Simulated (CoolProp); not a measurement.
Model: reference Helmholtz-energy equation of state, Thol 2019, in CoolProp.

Give the vapour pressure (kPa), vapour density (kg/m³), enthalpy of vaporisation (kJ/kg), liquid cp (kJ/(kg K)) of saturated decamethylcyclopentasiloxane (D5) at 152.25, 177.05 °C.


```csv
T (°C),p (kPa),vapour density (kg/m³),enthalpy of vaporisation (kJ/kg),liquid cp (kJ/(kg K))
152.25,19.8,2.14,130,1.89
177.05,42.4,4.41,122,1.94
```
